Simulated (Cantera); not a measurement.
An isothermal, constant-pressure homogeneous reactor starts with H₂ : O₂ : N₂ = 0.54 : 1 : 2.4 (molar parts), equivalence ratio 0.27, at 1325 K and 0.553 atm.

Detailed kinetics in Cantera: the H2/O2 subset of GRI-Mech 3.0, which has no nitrogen chemistry. The temperature is held fixed by assumption; the heat of reaction is taken as removed at once.

x: mole fraction; the columns are a selection and need not sum to one.

```csv
t (s),x H₂,x O₂,x H,x H₂O,x H₂O₂,x OH
5.00e-5,0.0147,0.191,0.0349,0.104,5.22e-6,0.00844
0.000137,0.00198,0.197,0.00176,0.142,3.61e-6,0.00299
0.000378,0.000200,0.199,4.70e-5,0.146,1.15e-6,0.000868
0.00104,2.43e-5,0.199,2.37e-6,0.147,3.43e-7,0.000327
0.00285,4.13e-6,0.199,2.20e-7,0.147,1.10e-7,0.000150
0.00783,9.76e-7,0.199,3.05e-8,0.147,3.78e-8,7.76e-5
0.0215,…,0.199,…,0.147,…,…
0.0592,1.08e-7,0.199,1.31e-9,0.147,5.73e-9,2.68e-5
0.163,6.39e-8,0.199,5.97e-10,0.147,3.48e-9,2.02e-5
0.447,5.96e-8,0.199,5.37e-10,0.147,3.25e-9,1.94e-5
1.23,5.95e-8,0.199,5.37e-10,0.147,3.25e-9,1.94e-5
3.37,5.95e-8,0.199,5.37e-10,0.147,3.25e-9,1.94e-5
9.27,5.95e-8,0.199,5.37e-10,0.147,3.25e-9,1.94e-5
25.5,5.95e-8,0.199,5.37e-10,0.147,3.25e-9,1.94e-5
70.0,5.95e-8,0.199,5.37e-10,0.147,3.25e-9,1.94e-5
```

### Question
Complete the blanks.

### Answer

- 0.0215, x H₂: 2.90e-7
- 0.0215, x H: 5.46e-9
- 0.0215, x H₂O₂: 1.38e-8
- 0.0215, x OH: 4.36e-5
